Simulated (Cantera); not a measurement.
Feed: 1 mol Si₃N₄, 0.031 mol CO₂, 61 mol H₂, at 1927 °C.

These are equilibrium values from Cantera (NASA tables, ideal gas, pure condensed phases), not measurements of a reactor. Candidate condensed phases: C, C₆H₆, C₇H₈, C₈H₁₈, H₂O, Si, SiC, SiO₂, Si₂N₂O, Si₃N₄; 151 gas species. Gases not in the tables: Si₂H₆ and higher silanes. The numbers say what is thermodynamically allowed, not how fast it happens.

Task: At 10.0 bar, list the 7 most abundant gas species with their mole fractions, and the condensed phases.

Result: H₂ 0.965, N₂ 0.0316, H 0.00175, SiO 0.000777, SiH₂ 0.000288, CO 0.000202, HCN 0.000181. Condensed: Si(l).
